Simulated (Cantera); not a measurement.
What does this Cantera script print?

```python
import numpy as np
import cantera as ct

gas_names = """
    CL CL2 H HCL H2 Si SiCL SiCL2 SiCL3 SiCL4 SiH SiHCL3 SiH2 SiH2CL2 SiH3 SiH3CL SiH4 Si2 Si3
""".split()
cond_names = """
    Si(cr) Si(L)
""".split()


# ... load() reads the species with a 1 bar reference pressure and builds the phases ...
atoms = {
    'Si': {'Si': 1},
    'Cl2': {'CL': 2},
    'H2': {'H': 2},
}
top_T = {}  # K; cautious upper limits of use, not melting points


# ... equilibrate(T, P, feed) seeds the gas with the atoms and calls Mixture.equilibrate('TP', solver="vcs", rtol=1e-11, max_steps=5000) ...
results = []
T = 973  # K
P = 13332.2  # Pa
for m in [0.99, 1.9, 2.7, 3.6, 4.5, 5.4, 6.3, 7.1, 8, 8.9]:
    feed = {'Si': 1, 'Cl2': 2.9, 'H2': m}  # mol
    mix = equilibrate(T, P, feed)
    results.append((T, P, feed, dict(zip(mix.species_names, mix.species_moles))))

top = {s: max(r[3][s] / sum(r[3][g] for g in gas_names) for r in results) for s in gas_names}
cols = sorted((s for s in top if top[s] > 1e-05), key=lambda s: -top[s])[:7]
seen = [c for c in cond_names if any(r[3].get(c, 0) > 1e-12 for r in results)]
print("log10 of partial pressures in bar; condensed amounts in mol")
print(f"{'n(H2)':>10s}" + "".join(f"{s[:9]:>10s}" for s in cols + seen))
for T, P, feed, n in results:
    ng = sum(n[g] for g in gas_names)
    print(f"{feed['H2']:10.4g}" + "".join(f"{np.log10(max(n[s] / ng * P / 1e5, 1e-99)):10.3f}" for s in cols)
          + "".join(f"{n.get(c, 0):10.4g}" for c in seen))
```

It prints:

```
log10 of partial pressures in bar; condensed amounts in mol
     n(H2)        H2       HCL     SiCL4    SiHCL3     SiCL3
      0.99    -2.383    -1.081    -1.336    -4.889    -5.612
       1.9    -1.456    -1.199    -1.456    -3.964    -5.151
       2.7    -1.284    -1.281    -1.540    -3.794    -5.066
       3.6    -1.185    -1.358    -1.619    -3.697    -5.019
       4.5    -1.126    -1.423    -1.686    -3.640    -4.991
       5.4    -1.087    -1.480    -1.745    -3.602    -4.973
       6.3    -1.058    -1.530    -1.796    -3.575    -4.961
       7.1    -1.038    -1.569    -1.838    -3.557    -4.953
         8    -1.021    -1.610    -1.881    -3.542    -4.946
       8.9    -1.007    -1.647    -1.920    -3.529    -4.941
```

Cantera equilibrium calculation (NASA polynomials, part measured and part estimated; ideal gas, pure solids and liquids). The tables' values for SiCl3 are old estimates; treat these amounts as uncertain.
